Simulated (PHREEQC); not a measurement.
Make-up at 25 °C: 0.74 mol/kgw NaHSO4 and 0.00027 mol/kgw Na2CO3. Closed to the air; pH follows from the charge balance.

Computed with PHREEQC (ion-association model, wateq4f.dat).

```
Quantity                 Result
-----------------  ------------
pH                         0.80
ionic strength     1.02 mol/kgw
activity of water         0.972
total alkalinity    -740 meq/kg
```

```
species  molality  activity   log γ
-------  --------  --------  ------
Na+         0.664     0.475  -0.145
HSO4-       0.525     0.327  -0.206
H+          0.214     0.159  -0.129
SO4-2       0.138    0.0211  -0.815
NaSO4-     0.0769    0.0503  -0.184
CO2      0.000270  0.000341   0.102
HCO3-     1.42e-9  9.27e-10  -0.184
```

Precipitation was switched off in this run. The ionic strength is past about 0.7 mol/kgw, beyond the range of this activity model, so the values are rough. Complexes and solids missing from the database can't appear.
